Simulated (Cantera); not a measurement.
An adiabatic, constant-volume homogeneous reactor starts with C3H8 : O2 : N2 : H2O = 1 : 2.94 : 11.1 : 0.95 (molar parts), at 1175 K and 100000 Pa. Integrator tolerance rtol = 1e-08.

Cantera simulation using GRI-Mech 3.0 (53 species, 325 reactions); the numbers are that mechanism's predictions, not measurements. GRI-Mech 3.0 was tuned for natural gas; its chemistry of propane as a main component is partial and can be far from experiment.

Q: What does this change do: pressure from 100000 Pa to 1000000 Pa?

A: 
| quantity | before | after |
|---|---|---|
| time of steepest temperature rise | 11.1 ms | 2.74 ms |
| temperature at 1.00 s | 2709 K | 2787 K |
| equilibrium temperature | 2709 K | 2787 K |
| x(C3H8) at 1.00 s | <1e-12 (gas-phase equilibrium <1e-12) | <1e-12 (gas-phase equilibrium <1e-12) |
| x(O2) at 1.00 s | 0.000265 (gas-phase equilibrium 0.000265) | 5.04e-5 (gas-phase equilibrium 5.04e-5) |
| x(H2O) at 1.00 s | 0.160 (gas-phase equilibrium 0.160) | 0.165 (gas-phase equilibrium 0.165) |
| x(CH2) at 1.00 s | 2.71e-12 (gas-phase equilibrium 2.90e-12) | 3.69e-11 (gas-phase equilibrium 4.03e-11) |
| x(CO2) at 1.00 s | 0.0326 (gas-phase equilibrium 0.0326) | 0.0326 (gas-phase equilibrium 0.0326) |

Q: What does this change do: initial temperature 1175 to 1100 K?

A: 
```
quantity                                                              before                                      after
---------------------------------  -----------------------------------------  -----------------------------------------
time of steepest temperature rise                                    11.1 ms                                    59.1 ms
temperature at 1.00 s                                                 2709 K                                     2667 K
equilibrium temperature                                               2709 K                                     2667 K
x(C3H8) at 1.00 s                      <1e-12 (gas-phase equilibrium <1e-12)      <1e-12 (gas-phase equilibrium <1e-12)
x(O2) at 1.00 s                    0.000265 (gas-phase equilibrium 0.000265)  0.000178 (gas-phase equilibrium 0.000178)
x(H2O) at 1.00 s                         0.160 (gas-phase equilibrium 0.160)        0.161 (gas-phase equilibrium 0.161)
x(CH2) at 1.00 s                   2.71e-12 (gas-phase equilibrium 2.90e-12)  2.38e-12 (gas-phase equilibrium 2.56e-12)
x(CO2) at 1.00 s                       0.0326 (gas-phase equilibrium 0.0326)      0.0331 (gas-phase equilibrium 0.0331)
```

Q: What does this change do: constant pressure in place of constant volume?

A: 
```csv
quantity,before,after
time of steepest temperature rise,11.1 ms,12.0 ms
temperature at 1.00 s,2709 K,2418 K
equilibrium temperature,2709 K,2418 K
x(C3H8) at 1.00 s,<1e-12 (gas-phase equilibrium <1e-12),<1e-12 (gas-phase equilibrium <1e-12)
x(O2) at 1.00 s,0.000265 (gas-phase equilibrium 0.000265),4.85e-5 (gas-phase equilibrium 4.85e-5)
x(H2O) at 1.00 s,0.160 (gas-phase equilibrium 0.160),0.162 (gas-phase equilibrium 0.162)
x(CH2) at 1.00 s,2.71e-12 (gas-phase equilibrium 2.90e-12),<1e-12 (gas-phase equilibrium <1e-12)
x(CO2) at 1.00 s,0.0326 (gas-phase equilibrium 0.0326),0.0356 (gas-phase equilibrium 0.0356)
```
